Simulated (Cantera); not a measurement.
Standard-state values (1 bar) from the NASA 1993 polynomials, evaluated with Cantera. Values are per mole of reaction as written; species without (g) are pure solids or liquids, kept so even where they would boil at 1 bar.

P₄O₁₀(g) ⇌ P₄(g) + 5 O₂(g)

```csv
T (K),ΔH° (kJ),ΔS° (J/K),ΔG° (kJ),log10 K
1275,2927.6,861.7,1828.9,-74.93
1325,2924.9,859.6,1785.9,-70.40
1375,2922.2,857.6,1743.0,-66.21
1425,2919.4,855.6,1700.1,-62.32
1475,2916.7,853.7,1657.4,-58.69
1525,2913.9,851.9,1614.8,-55.31
1575,2911.1,850.1,1572.2,-52.14
1625,?,?,?,?
1675,2905.6,846.7,1487.4,-46.38
1725,?,?,?,?
1775,?,?,?,?
```

Question: Some entries are withheld; supply them.

Answer: 
- 1625, ΔH° (kJ): 2908.3
- 1625, ΔS° (J/K): 848.4
- 1625, ΔG° (kJ): 1529.7
- 1625, log10 K: -49.17
- 1725, ΔH° (kJ): 2902.8
- 1725, ΔS° (J/K): 845.1
- 1725, ΔG° (kJ): 1445.1
- 1725, log10 K: -43.76
- 1775, ΔH° (kJ): 2900.1
- 1775, ΔS° (J/K): 843.5
- 1775, ΔG° (kJ): 1402.8
- 1775, log10 K: -41.28
